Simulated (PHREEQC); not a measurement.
1 kg of water holding 0.014 mol/kgw KCl and 0.013 mol/kgw NaCl is evaporated at 25 °C; the solids stay in contact with the brine. No CO2 enters from the air. Solids allowed: Halite, Sylvite. Others were left out.

The numbers come from PHREEQC with the Pitzer model, pitzer.dat.

```csv
water left (kg),ionic strength,water activity,Na in solution (mol/kgw),Cl in solution (mol/kgw),K in solution (mol/kgw)
1,0.0270,0.999,0.0130,0.0270,0.0140
0.6755,0.0400,0.999,0.0192,0.0400,0.0207
0.5552,0.0486,0.998,0.0234,0.0486,0.0252
0.375,0.0720,0.998,0.0347,0.0720,0.0373
0.2533,0.107,0.996,0.0513,0.107,0.0553
0.2082,0.130,0.996,0.0624,0.130,0.0672
0.1407,0.192,0.994,0.0924,0.192,0.0995
0.09502,0.284,0.991,0.137,0.284,0.147
0.06418,0.421,0.986,0.203,0.421,0.218
0.05275,0.512,0.983,0.246,0.512,0.265
0.03564,0.758,0.975,0.365,0.758,0.393
0.02407,1.12,0.964,0.540,1.12,0.582
0.01979,1.36,0.956,0.657,1.36,0.708
0.01337,2.02,0.934,0.972,2.02,1.05
0.00903,2.99,0.900,1.44,2.99,1.55
0.007426,3.64,0.877,1.75,3.64,1.89
0.005012,5.39,0.810,2.59,5.39,2.79
```
